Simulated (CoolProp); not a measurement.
Values from CoolProp's reference Helmholtz-energy equation of state, Bücker 2006.

Problem. For n-butane, give the phase and the cp (kJ/(kg K)), cv (kJ/(kg K)), speed of sound (m/s), isothermal compressibility (1/MPa) at 354.5 K and 63.3 bar; 354.5 K and 73.8 bar; 354.5 K and 94.9 bar.

Solution. 
- 354.5 K and 63.3 bar: liquid; cp 2.73, cv 1.94, speed of sound 693, isothermal compressibility 0.00566
- 354.5 K and 73.8 bar: liquid; cp 2.71, cv 1.94, speed of sound 709, isothermal compressibility 0.00534
- 354.5 K and 94.9 bar: liquid; cp 2.68, cv 1.94, speed of sound 740, isothermal compressibility 0.00480
